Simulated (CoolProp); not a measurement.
Vapour-liquid equilibrium of isobutene (1) + n-octane (2) at 81.05 °C; x and y are mole fractions of (1).

Values from CoolProp's multi-fluid Helmholtz-energy mixture model, Lemmon 2005 and Beckmüller 2019; pair parameters Bell 2016.

**Question.** Give the bubble pressure and the first vapour's composition at x = 0.5, 0.575, 0.8. Is there an azeotrope?

**Answer.** x = 0.5: 567.4 kPa, y = 0.970; x = 0.575: 658.7 kPa, y = 0.977; x = 0.8: 953.6 kPa, y = 0.991. No azeotrope shows between x = 0.05 and 0.95.

Pair parameters are fitted to limited data, so mixtures are less certain than the pure fluids.
